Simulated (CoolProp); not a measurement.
Computed with CoolProp (reference Helmholtz-energy equation of state, Lemmon 2006). It is a short technical equation, of lower accuracy than the large ones.

Problem. Give the vapour pressure (MPa), liquid density (kg/m³), vapour density (kg/m³), enthalpy of vaporisation (kJ/kg) of saturated toluene at 398 K.

Solution. 
```csv
T (K),p (MPa),liquid density (kg/m³),vapour density (kg/m³),enthalpy of vaporisation (kJ/kg)
398,0.149,764,4.39,351
```
